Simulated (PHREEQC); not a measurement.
0.1 mol of Jarosite-Na (NaFe3(SO4)2(OH)6) is brought to equilibrium with 1 kg of water holding 0.01 mol/kgw NaCl, at 20 °C, the pH being set by adding NaOH or HCl. O2 is buffered at 0.21 atm. No CO2 enters from the air. Names ending in (a), (am) or -a are amorphous solids. Only these solids could form: Jarosite-Na, Fe(OH)3(a), Mirabilite.

Base run: PHREEQC, ion-association model, wateq4f.dat. Each further column changes one thing. The table gives dissolved Fe (mol/kgw).

```
pH         base  all activity coefficients set to 1  Davies equation for every ion
-----  --------  ----------------------------------  -----------------------------
2        0.0260                              0.0129                         0.0302
2.92   0.000661                            0.000427                            ___
3.83    3.33e-5                             2.58e-5                        3.37e-5
5.67    3.34e-7                             2.33e-7                        3.15e-7
6.58    4.85e-8                                 ___                        4.63e-8
7.5     1.44e-8                             1.40e-8                            ___
8.42    1.28e-8                             1.29e-8                            ___
9.33    3.32e-8                             2.71e-8                        3.20e-8
11.17   1.66e-6                             1.15e-6                        1.57e-6
12.08   1.34e-5                                 ___                        1.27e-5
13     0.000113                             7.72e-5                       0.000104
```

Q: Fill in the missing entries.

A: 
- 2.92, Davies equation for every ion: 0.000680
- 6.58, all activity coefficients set to 1: 3.75e-8
- 7.5, Davies equation for every ion: 1.42e-8
- 8.42, Davies equation for every ion: 1.27e-8
- 12.08, all activity coefficients set to 1: 9.31e-6
